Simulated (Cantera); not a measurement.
A diamond (100) surface in a fixed gas of H2 with x(CH4) = 0.0037, x(H) = 0.017, at 1125 K, 0.290 bar; coverages are run to steady state.

Detailed kinetics in Cantera: the Harris–Goodwin 1993 mechanism for the reconstructed diamond (100) surface.

θ: site fractions in the mechanism's names (c6HH fully hydrogenated, c6H* and c6*H radical sites, c6** diradical, c6HM methylated).

```csv
x(CH3),growth (µm/h),θ c6HH,θ c6H*,θ c6*H,θ c6**,θ c6HM
1e-06,0.245,0.492,0.0315,0.455,0.0214,1.93e-5
2.1e-06,…,0.492,0.0315,0.455,0.0214,…
4.3e-06,…,0.492,0.0315,0.455,0.0214,…
8.9e-06,2.18,0.492,0.0315,0.455,0.0214,0.000172
1.8e-05,4.42,0.492,0.0315,0.455,0.0214,0.000347
3.8e-05,9.32,0.491,0.0315,0.455,0.0214,0.000733
7.9e-05,19.3,0.491,0.0315,0.454,0.0213,0.00152
0.00016,39.0,0.490,0.0314,0.453,0.0213,0.00307
0.00034,82.4,0.487,0.0312,0.450,0.0211,0.00649
```

Q: Complete the blanks.

A: 
- 2.1e-06, growth (µm/h): 0.515
- 2.1e-06, θ c6HM: 4.06e-5
- 4.3e-06, growth (µm/h): 1.06
- 4.3e-06, θ c6HM: 8.30e-5
